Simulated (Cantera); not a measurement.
A closed system holds: 1 mol borazine, 3.4 mol H2, equilibrated at 8.50 mbar.

Method: chemical equilibrium by Gibbs-energy minimisation in Cantera with the NASA 1993 tables (ideal gas, pure condensed phases). Candidate condensed phases: B, BN; 15 gas species. The feed counts by its element totals alone. Mutual solubility and eutectic melting of coexisting phases are not modelled. The tables' values for BH2 are old estimates; treat these amounts as uncertain. The numbers say what is thermodynamically allowed, not how fast it happens.

x: gas mole fraction; n: condensed amount in mol.

```csv
T (°C),x H2,x N2,x H,x BH2,n BN(s),n B(s)
1025,1.000,7.05e-8,1.16e-5,1.17e-7,3.00,0
1125,1.000,4.74e-7,5.13e-5,8.58e-7,3.00,0
1225,1.000,2.52e-6,0.000186,4.76e-6,3.00,0
1325,0.999,1.09e-5,0.000577,2.11e-5,3.00,0
1425,0.998,6.79e-5,0.00157,6.00e-5,3.00,[?]
1525,0.996,0.000482,0.00381,0.000128,2.99,[?]
1625,0.989,0.00278,0.00843,0.000249,2.96,[?]
1725,0.969,0.0134,0.0171,0.000448,2.82,[?]
1825,0.912,0.0558,0.0319,0.000729,2.23,[?]
1925,0.761,0.185,0.0527,0.000999,0,2.99
2025,0.727,0.181,0.0886,0.00150,0,2.98
```

Task: Complete the blanks.

Result: 
- 1425, n B(s): 0.000476
- 1525, n B(s): 0.00535
- 1625, n B(s): 0.0342
- 1725, n B(s): 0.173
- 1825, n B(s): 0.764
